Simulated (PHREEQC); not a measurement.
Copper plating or etch bath (model solution)

Solution (25 °C): 0.0023 mol/kgw Cu(NO3)2, 0.00051 mol/kgw H2SO4 and 0.003 mol/kgw NaCl. Closed to the air; pH follows from the charge balance.

Model: ion-association model, phreeqc.dat, run in PHREEQC.

| Property | Result |
|---|---|
| pH | 3.04 |
| ionic strength | 0.0110 mol/kgw |
| specific conductance | 1240 µS/cm |
| total alkalinity | -1.02 meq/kg |

```json
[
 {"species": "NO3-", "molality": "0.00460", "activity": "0.00411", "log γ": "-0.049"},
 {"species": "Na+", "molality": "0.00300", "activity": "0.00269", "log γ": "-0.046"},
 {"species": "Cl-", "molality": "0.00299", "activity": "0.00268", "log γ": "-0.047"},
 {"species": "Cu+2", "molality": "0.00221", "activity": "0.00147", "log γ": "-0.178"},
 {"species": "H+", "molality": "0.000994", "activity": "0.000905", "log γ": "-0.041"},
 {"species": "SO4-2", "molality": "0.000402", "activity": "0.000263", "log γ": "-0.183"},
 {"species": "CuSO4", "molality": "7.87e-5", "activity": "7.89e-5", "log γ": "0.001"},
 {"species": "HSO4-", "molality": "2.58e-5", "activity": "2.32e-5", "log γ": "-0.047"},
 {"species": "CuCl+", "molality": "1.18e-5", "activity": "1.06e-5", "log γ": "-0.047"}
]
```

No solid was allowed to form.
